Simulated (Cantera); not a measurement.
Input: 1 mol CaO, 3.4 mol O₂, 3.3 mol N₂, at 1 atm.

Method: chemical equilibrium by Gibbs-energy minimisation in Cantera with the NASA 1993 tables (ideal gas, pure condensed phases). Candidate condensed phases: Ca, CaO; 12 gas species. Equilibrium is a limit: real reactors are often held back by kinetics, nucleation or transport. All values below are at 1848 K.

Base state: O₂ 0.504, N₂ 0.490, NO 0.00595, O 0.000134, NO₂ 2.12e-5 (mole fractions); condensed: CaO(s).

Question: What changes in the equilibrium state with this change: pressure from 1 atm to 10.0 Torr?

Answer: 
| species | before | after |
|---|---|---|
| O₂ | 0.504 | 0.504 |
| N₂ | 0.490 | 0.489 |
| NO | 0.00595 | 0.00594 |
| O | 0.000134 | 0.00116 |
| NO₂ | 2.12e-5 | 2.43e-6 |
| CaO(s), mol | 1.00 | 1.00 |
